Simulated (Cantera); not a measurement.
Standard-state values (1 bar) from the NASA 1993 polynomials, evaluated with Cantera. Values are per mole of reaction as written; species without (g) are pure solids or liquids, kept so even where they would boil at 1 bar.

4 Cr + N2(g) ⇌ 2 Cr2N, with ΔH° = -251.0 kJ and ΔS° = -156.2 J/K at 300 K.

### Question
How far is the shortcut ΔG° ≈ ΔH°(300 K) − T·ΔS°(300 K) from the full temperature-dependent value at 400, 550, 700, 850, 1000, 1150, 1300, 1450, 1600 K?

### Answer
```json
[
 {"T (K)": "400", "shortcut (kJ)": "-188.6", "full (kJ)": "-188.8", "difference (kJ)": "0.2", "difference in log10 K": "-0.02"},
 {"T (K)": "550", "shortcut (kJ)": "-165.1", "full (kJ)": "-166.3", "difference (kJ)": "1.2", "difference in log10 K": "-0.11"},
 {"T (K)": "700", "shortcut (kJ)": "-141.7", "full (kJ)": "-144.6", "difference (kJ)": "2.9", "difference in log10 K": "-0.21"},
 {"T (K)": "850", "shortcut (kJ)": "-118.3", "full (kJ)": "-123.5", "difference (kJ)": "5.2", "difference in log10 K": "-0.32"},
 {"T (K)": "1000", "shortcut (kJ)": "-94.9", "full (kJ)": "-103.0", "difference (kJ)": "8.1", "difference in log10 K": "-0.42"},
 {"T (K)": "1150", "shortcut (kJ)": "-71.4", "full (kJ)": "-82.9", "difference (kJ)": "11.5", "difference in log10 K": "-0.52"},
 {"T (K)": "1300", "shortcut (kJ)": "-48.0", "full (kJ)": "-63.2", "difference (kJ)": "15.2", "difference in log10 K": "-0.61"},
 {"T (K)": "1450", "shortcut (kJ)": "-24.6", "full (kJ)": "-43.8", "difference (kJ)": "19.2", "difference in log10 K": "-0.69"},
 {"T (K)": "1600", "shortcut (kJ)": "-1.2", "full (kJ)": "-24.6", "difference (kJ)": "23.4", "difference in log10 K": "-0.76"}
]
```
The shortcut ignores the heat-capacity change of the reaction.
